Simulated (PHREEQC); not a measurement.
Consider water at 55 °C with 2.1 mmol/kgw Cu(BF4)2 and 43 mmol/kgw HCl. Closed to the air; pH follows from the charge balance.

Computed with PHREEQC (ion-association model, phreeqc.dat).

This is a speciation only: nothing precipitates in the calculation.

**Question.** Estimate the pH, ionic strength.

**Answer.** pH 1.46; ionic strength 0.0464 mol/kgw.

**Question.** In which forms is Cu present?

**Answer.** Cu+2 83 %, CuCl+ 17 % of the Cu.

Complexes and solids missing from the database can't appear. At this temperature some constants are extrapolated from 25 °C, and those without enthalpy data are left unchanged. Real BF4- forms and hydrolyses slowly; the run takes it at equilibrium.
